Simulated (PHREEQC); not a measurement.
A solution holds 0.0014 mol H3PO4 and 0.016 mol Na2HPO4 per kg of water, at 25 °C. Closed to the air; pH follows from the charge balance.

Model: ion-association model, wateq4f.dat, run in PHREEQC.

```tsv
quantity	before	after
pH	7.67	7.79
NaHPO4- (mol/kgw)	0.000413	2.43e-5
PO4-3 (mol/kgw)	7.54e-7	1.32e-7
```

Task: What was changed between the two runs?
A. H3PO4 replaced by K2HPO4 at the same molality
B. Na2HPO4 from 0.016 to 0.008 mol/kgw
C. diluted 5-fold with water
D. temperature from 25 to 80 °C
E. H3PO4 from 0.0014 to 0.0028 mol/kgw

Result: C, diluted 5-fold with water

This is a speciation only: nothing precipitates in the calculation. H3PO4, which wateq4f.dat lacks, is added to it with the constant of phreeqc.dat.
